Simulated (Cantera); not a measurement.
A closed system holds: 1 mol SiH2Cl2, 0.09 mol HCl, 85 mol N2, at 1525 °C and 130000 Pa.

Cantera equilibrium calculation (NASA polynomials, part measured and part estimated; ideal gas, pure solids and liquids). Candidate condensed phases: NH4Cl, Si, Si3N4; 28 gas species. The tables' values for SiCl3 are old estimates; treat these amounts as uncertain. Rates play no part.

Base state: N2 0.976, HCl 0.0139, H2 0.00509, SiCl2 0.00419, SiCl3 0.000474, SiCl4 8.67e-5, Cl 4.61e-5, H 2.20e-5 (mole fractions); condensed: Si3N4(s).

Task: What changes in the equilibrium state with this change: temperature from 1525 °C to 827 °C?

Result: 
```tsv
species	before	after
N2	0.976	0.978
HCl	0.0139	0.0173
H2	0.00509	0.00346
SiCl2	0.00419	1.46e-7
SiCl4	8.67e-5	0.00173
H	2.20e-5	1.33e-9
Cl	4.61e-5	5.96e-9
SiCl3	0.000474	4.25e-6
Si3N4(s), mol	0.196	0.283
```
N2 is the only nitrogen source here; it is nearly inert below about 1500 K, so the nitride shown seldom forms there in practice.
